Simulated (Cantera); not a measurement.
A closed system holds: 1 mol Pb, 13 mol N2, at 1173 K.

Method: chemical equilibrium by Gibbs-energy minimisation in Cantera with the NASA 1993 tables (ideal gas, pure condensed phases). Candidate condensed phases: Pb; 4 gas species. Kinetics and transport are ignored.

x: gas mole fraction; n: condensed amount in mol.

| P (Pa) | x N2 | x Pb | x Pb2 | n Pb(l) |
|---|---|---|---|---|
| 10 | 0.929 | 0.0714 | ? | 0 |
| 42 | 0.929 | 0.0714 | ? | 0 |
| 180 | 0.929 | 0.0714 | ? | 0 |
| 750 | 0.944 | 0.0562 | ? | 0.225 |
| 3200 | 0.987 | 0.0132 | ? | 0.826 |
| 13000 | 0.997 | 0.00324 | ? | 0.958 |
| 56000 | 0.999 | 0.000753 | ? | 0.990 |
| 240000 | 1.000 | 0.000176 | ? | 0.998 |
| 1000000 | 1.000 | 4.22e-5 | ? | 0.999 |

Q: What belongs in the gaps?

A: 
- 10, x Pb2: 3.40e-8
- 42, x Pb2: 1.43e-7
- 180, x Pb2: 6.12e-7
- 750, x Pb2: 1.58e-6
- 3200, x Pb2: 3.70e-7
- 13000, x Pb2: 9.12e-8
- 56000, x Pb2: 2.12e-8
- 240000, x Pb2: 4.94e-9
- 1000000, x Pb2: 1.19e-9
